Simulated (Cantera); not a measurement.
A closed system holds: 1 mol C2H6, 0.015 mol NH3, held at 2000000 Pa.

Cantera equilibrium calculation (NASA polynomials, part measured and part estimated; ideal gas, pure solids and liquids). Candidate condensed phases: C, C6H6, C7H8, C8H18; 92 gas species. Equilibrium is a limit: real reactors are often held back by kinetics, nucleation or transport.

log p: log10 of the partial pressure in bar; n: condensed amount in mol.

```
T (°C)  log p H2  log p C2H2 (acetylene)  log p CH4  log p H  log p HCN  log p N2  n C(graphite)
------  --------  ----------------------  ---------  -------  ---------  --------  -------------
1650        1.29                   -2.05      -0.69    -2.38      -2.00     -1.35           1.96
1700        1.30                   -1.90      -0.75    -2.22      -1.91     -1.36           1.97
1750        1.30                   -1.75      -0.81    -2.07      -1.83     -1.38           1.97
1800        1.30                   -1.62      -0.86    -1.93      -1.76     -1.39           1.97
1850        1.30                   -1.49      -0.91    -1.80      -1.69     -1.41           1.97
1900        1.30                   -1.36      -0.96    -1.67      -1.63     -1.43           1.97
1950        1.30                       ?          ?        ?          ?     -1.46           1.96
2000        1.30                   -1.13      -1.06    -1.43      -1.52     -1.48           1.96
2050        1.29                   -1.02      -1.10    -1.32      -1.47     -1.51           1.95
2100        1.29                   -0.92      -1.14    -1.21      -1.42     -1.54           1.94
2150        1.29                   -0.82      -1.18    -1.10      -1.38     -1.58           1.94
2200        1.29                       ?      -1.22        ?      -1.34     -1.62           1.92
2250        1.29                   -0.63      -1.26    -0.91      -1.31     -1.66           1.91
2300        1.29                   -0.55      -1.30    -0.82      -1.28     -1.70           1.89
```

Some entries are withheld; supply them.


- 2200, log p C2H2 (acetylene): -0.72
- 2200, log p H: -1.01
- 1950, log p C2H2 (acetylene): -1.24
- 1950, log p CH4: -1.01
- 1950, log p H: -1.55
- 1950, log p HCN: -1.57
